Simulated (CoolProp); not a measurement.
n-perfluorobutane at several states: fugacity coefficient from the reference equation and from simpler models built on Tc = 386.3 K, pc = 2.322 MPa, ω = 0.372; each cubic takes its own stable root.

Computed with CoolProp (reference Helmholtz-energy equation of state, Gao 2022).

```csv
T (K),p (MPa),phase,reference,Redlich-Kwong,Soave-Redlich-Kwong
289,0.0158,gas,0.9943,0.9948,0.9940
173.5,0.346,liquid,…,…,…
282.1,3.33,liquid,…,0.09668,0.05409
```

Q: Fill in the missing entries.

A: 
- 173.5, reference: 0.0003001
- 173.5, Redlich-Kwong: 0.003095
- 173.5, Soave-Redlich-Kwong: 0.0003526
- 282.1, reference: 0.05346
